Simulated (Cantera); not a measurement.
An isothermal, constant-pressure homogeneous reactor starts with 9.09 % NO, 90.9 % N₂, at 2100 K and 480 Torr.

Cantera simulation using GRI-Mech 3.0 (53 species, 325 reactions); the numbers are that mechanism's predictions, not measurements.

x: mole fraction; the columns are a selection and need not sum to one.

```
t (s)        x NO      x O₂       x O    x N₂O    x NO₂   x N₂
--------  -------  --------  --------  -------  -------  -----
0.000800   0.0909   8.07e-7   1.39e-5  3.81e-6  1.71e-6  0.909
0.00224    0.0908         ?         ?  4.20e-6        ?  0.909
0.00626    0.0907   7.30e-5   7.45e-5  4.17e-6  9.38e-6  0.909
0.0175     0.0901  0.000329   8.45e-5  4.12e-6  1.06e-5  0.909
0.0490     0.0886         ?         ?  3.97e-6        ?  0.910
0.137      0.0841   0.00333  0.000127  3.58e-6  1.51e-5  0.912
0.383      0.0706    0.0100  0.000189  2.55e-6  1.92e-5  0.919
1.07       0.0392    0.0257  0.000285  9.10e-7  1.63e-5  0.935
3.00      0.00943    0.0406  0.000353  2.67e-7  4.87e-6  0.950
```

Q: Fill in the missing entries.

A: 
- 0.00224, x O₂: 8.68e-6
- 0.00224, x O: 4.06e-5
- 0.00224, x NO₂: 5.15e-6
- 0.0490, x O₂: 0.00108
- 0.0490, x O: 9.69e-5
- 0.0490, x NO₂: 1.20e-5
